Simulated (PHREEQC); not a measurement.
Make-up at 64 °C: 0.003 mol/kgw NaHS. It is in equilibrium with CO2 at log p = -3.5 (atm). Otherwise closed; pH follows from the charge balance.

Equilibrium calculation in PHREEQC: ion-association model, phreeqc.dat.

| quantity | before | after |
|---|---|---|
| pH | 7.79 | 8.22 |
| HCO3- (mol/kgw) | 0.000162 | 0.000489 |

### Question
Name the change that produced these shifts.
A) NaHS replaced by NaAlO2 at the same molality
B) NaHS replaced by NaHSO4 at the same molality
C) NaHS from 0.003 to 0.03 mol/kgw
D) NaHS from 0.003 to 0.0015 mol/kgw
E) diluted 10-fold with water

### Answer
C, NaHS from 0.003 to 0.03 mol/kgw

This is a speciation only: nothing precipitates in the calculation. Away from 25 °C the constants follow the database's enthalpies or fits; those with neither stay at their 25 °C values.
